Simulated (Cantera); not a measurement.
# Equilibrium for roasting and sulfation: FeS2 + SO2 + CO2

A closed system holds: 1 mol FeS2, 0.087 mol SO2, a varied amount of CO2, held at 1648 K and 458 Torr.

Cantera equilibrium calculation (NASA polynomials, part measured and part estimated; ideal gas, pure solids and liquids). Candidate condensed phases: C, Fe, Fe(CO)5, FeO, FeS, FeSO4, FeS2, Fe2O3, Fe2(SO4)3, Fe3O4, S; 25 gas species. Metal and sulfide melt together well below either melting point, which pure phases cannot show. Mutual solubility and eutectic melting of coexisting phases are not modelled. The tables' stoichiometric FeO is somewhat more stable than real wüstite, so its field is too wide. FeO, FeS: taken at fixed stoichiometry. Equilibrium is a limit: real reactors are often held back by kinetics, nucleation or transport.

From 0.18 mol CO2 to 3 mol CO2 the condensed part is FeS(l). From 4.1 mol CO2 to 7.5 mol CO2 the condensed part is FeO(s) + FeS(l). The main Fe-bearing gas is Fe throughout.

| n(CO2) (mol) | x CO2 | x S2 | x CO | x SO2 | x S2O | x SO | x COS | n FeS(l) | n FeO(s) |
|---|---|---|---|---|---|---|---|---|---|
| 0.18 | 0.138 | 0.603 | 0.0881 | 0.147 | 0.0113 | 0.00788 | 0.00345 | 1.00 | 0 |
| 0.25 | 0.177 | 0.542 | 0.109 | 0.149 | 0.0105 | 0.00771 | 0.00405 | 1.00 | 0 |
| 0.34 | 0.220 | 0.477 | 0.131 | 0.150 | 0.00955 | 0.00750 | 0.00455 | 1.00 | 0 |
| 0.46 | 0.266 | 0.410 | 0.152 | 0.151 | 0.00854 | 0.00723 | 0.00491 | 1.00 | 0 |
| 0.63 | 0.318 | 0.339 | 0.173 | 0.151 | 0.00740 | 0.00689 | 0.00508 | 1.00 | 0 |
| 0.86 | 0.370 | 0.271 | 0.192 | 0.149 | 0.00623 | 0.00649 | 0.00503 | 1.00 | 0 |
| 1.2 | 0.425 | 0.205 | 0.207 | 0.147 | 0.00501 | 0.00600 | 0.00472 | 1.00 | 0 |
| 1.6 | 0.472 | 0.155 | 0.217 | 0.143 | 0.00401 | 0.00553 | 0.00429 | 1.00 | 0 |
| 2.2 | 0.520 | 0.108 | 0.222 | 0.138 | 0.00300 | 0.00496 | 0.00367 | 1.000 | 0 |
| 3 | 0.565 | 0.0711 | 0.222 | 0.132 | 0.00215 | 0.00437 | 0.00298 | 1.000 | 0 |
| 4.1 | 0.595 | 0.0508 | 0.225 | 0.121 | 0.00160 | 0.00385 | 0.00255 | 0.928 | 0.0721 |
| 5.5 | 0.601 | 0.0470 | 0.236 | 0.108 | 0.00142 | 0.00356 | 0.00258 | 0.707 | 0.293 |
| 7.5 | 0.605 | 0.0438 | 0.246 | 0.0973 | 0.00128 | 0.00332 | 0.00260 | 0.388 | 0.612 |
x: gas mole fraction; n: condensed amount in mol.
